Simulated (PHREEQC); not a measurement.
Solution (25 °C): 7.1 mmol/kgw MnSO4. Closed to the air; pH follows from the charge balance.

The numbers come from PHREEQC with the ion-association model, phreeqc.dat.

| quantity | before | after |
|---|---|---|
| pH | 6.57 | 6.38 |
| Mn+2 (mol/kgw) | 0.00538 | 0.0403 |
| SO4-2 (mol/kgw) | 0.00538 | 0.0403 |
| MnSO4 (mol/kgw) | 0.00172 | 0.0307 |
| MnOH+ (mol/kgw) | 3.49e-7 | 1.16e-6 |
| SI of Pyrochroite (Mn(OH)2) | -4.55 | -4.29 |

Q: Which change was made?
A) temperature from 25 to 20 °C
B) MnSO4 from 0.0071 to 0.071 mol/kgw
C) MnSO4 from 0.0071 to 0.00355 mol/kgw
D) diluted 10-fold with water

A: B, MnSO4 from 0.0071 to 0.071 mol/kgw

Precipitation was switched off in this run.
